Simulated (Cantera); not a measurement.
A closed system holds: 1 mol Si, 0.0025 mol O2, 70 mol N2, equilibrated at 0.00430 bar.

Method: chemical equilibrium by Gibbs-energy minimisation in Cantera with the NASA 1993 tables (ideal gas, pure condensed phases). Candidate condensed phases: Si, SiO2, Si2N2O, Si3N4; 16 gas species. Equilibrium is a limit: real reactors are often held back by kinetics, nucleation or transport.

**Question.** Which condensed phases are stable at each of these points (T (K)): 1673, 1698, 1723, 1748, 1773, 1798, 1823, 1848?

**Answer.** 
```json
[
 {"T (K)": "1673", "condensed phases": "Si3N4(s)", "Si condensed (%)": "99.2"},
 {"T (K)": "1698", "condensed phases": "Si3N4(s)", "Si condensed (%)": "98.9"},
 {"T (K)": "1723", "condensed phases": "Si3N4(s)", "Si condensed (%)": "98.3"},
 {"T (K)": "1748", "condensed phases": "Si3N4(s)", "Si condensed (%)": "97.1"},
 {"T (K)": "1773", "condensed phases": "Si(l)", "Si condensed (%)": "95.5"},
 {"T (K)": "1798", "condensed phases": "Si(l)", "Si condensed (%)": "93.8"},
 {"T (K)": "1823", "condensed phases": "Si(l)", "Si condensed (%)": "91.4"},
 {"T (K)": "1848", "condensed phases": "Si(l)", "Si condensed (%)": "88.0"}
]
```

From 1673 K to 1748 K the condensed part is Si3N4(s). From 1773 K to 1848 K the condensed part is Si(l).
